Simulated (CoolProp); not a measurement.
Hexamethyldisiloxane (MM) at 356.47 K and 1.97 MPa is throttled through a valve to 0.934 MPa with no heat exchange. Each further row changes one setting.

The numbers come from the reference Helmholtz-energy equation of state, Thol 2016 in CoolProp.

| case | temperature change (K) | final density (kg/m³) |
|---|---|---|
| as stated | +0.3 | 697 |
| outlet pressure 0.28 MPa | +0.5 | 695 |
| outlet pressure 1.21 MPa | +0.2 | 698 |
